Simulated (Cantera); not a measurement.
A closed system holds: 1 mol CH₃F, equilibrated at 1525 K and 133 Pa.

These are equilibrium values from Cantera (NASA tables, ideal gas, pure condensed phases), not measurements of a reactor. Candidate condensed phases: C, C₆H₆, C₇H₈, C₈H₁₈; 95 gas species. The numbers say what is thermodynamically allowed, not how fast it happens.

**Question.** What is the equilibrium state?

**Answer.** 
- x(HF) = 0.500
- x(H₂) = 0.500
- x(H) = 0.000458
- x(C₂H₂ (acetylene)) = 6.04e-6
- n(C(graphite)) = 1.000 mol
- gas amount = 2.000 mol
